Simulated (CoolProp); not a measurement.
Oxygen at 298.15 K and 0.126 MPa is throttled through a valve to 0.0134 MPa with no heat exchange. Each further row changes one setting.

The numbers come from the reference Helmholtz-energy equation of state, Schmidt 1985 in CoolProp.

```json
[
 {"case": "as stated", "final density (kg/m³)": "…"},
 {"case": "outlet pressure 0.00402 MPa", "final density (kg/m³)": "…"},
 {"case": "outlet pressure 0.0174 MPa", "final density (kg/m³)": "…"}
]
```

Q: Complete the blanks.

A: 
- as stated, final density (kg/m³): 0.173
- outlet pressure 0.00402 MPa, final density (kg/m³): 0.0520
- outlet pressure 0.0174 MPa, final density (kg/m³): 0.225
